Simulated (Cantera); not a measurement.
A closed system holds: 1 mol SiO₂, 6 mol C, 0.52 mol CO, held at 100000 Pa.

These are equilibrium values from Cantera (NASA tables, ideal gas, pure condensed phases), not measurements of a reactor. Candidate condensed phases: C, Si, SiC, SiO₂; 20 gas species. The tables hold silica as quartz up to 1696 K and as liquid above; real silica turns to tridymite and cristobalite and melts near 1996 K. The numbers say what is thermodynamically allowed, not how fast it happens.

Question: Which condensed phases are stable at each of these points (T (K)): 1150, 1225, 1300, 1375, 1450, 1525, 1600, 1675, 1750?

Answer: 
```json
[
 {"T (K)": "1150", "condensed phases": "C(graphite) + SiO₂(β-quartz)", "Si condensed (%)": "100.0"},
 {"T (K)": "1225", "condensed phases": "C(graphite) + SiO₂(β-quartz)", "Si condensed (%)": "100.0"},
 {"T (K)": "1300", "condensed phases": "C(graphite) + SiO₂(β-quartz)", "Si condensed (%)": "100.0"},
 {"T (K)": "1375", "condensed phases": "C(graphite) + SiO₂(β-quartz)", "Si condensed (%)": "100.0"},
 {"T (K)": "1450", "condensed phases": "C(graphite) + SiO₂(β-quartz)", "Si condensed (%)": "100.0"},
 {"T (K)": "1525", "condensed phases": "C(graphite) + SiO₂(β-quartz)", "Si condensed (%)": "100.0"},
 {"T (K)": "1600", "condensed phases": "C(graphite) + SiO₂(β-quartz)", "Si condensed (%)": "100.0"},
 {"T (K)": "1675", "condensed phases": "C(graphite) + SiO₂(β-quartz)", "Si condensed (%)": "100.0"},
 {"T (K)": "1750", "condensed phases": "C(graphite) + SiO₂(condensed)", "Si condensed (%)": "99.9"}
]
```

From 1150 K to 1675 K the condensed part is C(graphite) + SiO₂(β-quartz). At 1750 K the condensed part is C(graphite) + SiO₂(condensed).
